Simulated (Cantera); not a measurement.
A perfectly stirred reactor is fed with NO : N2 = 1 : 5.8 (molar parts), at 180000 Pa; it is held at 2000 K, and followed from long to short residence time.

Detailed kinetics in Cantera: GRI-Mech 3.0 (53 species, 325 reactions).

One state of this run: x NO = 0.145; x NO2 = 4.22e-5; x N2O = 1.04e-5; x O = 3.00e-5; x O2 = 0.000958. x: mole fraction; the columns are a selection and need not sum to one.

Task: Which value of τ (s) does it belong to?
A. 0.11
B. 0.69
C. 0.0015
D. 0.018

Result: D, 0.018
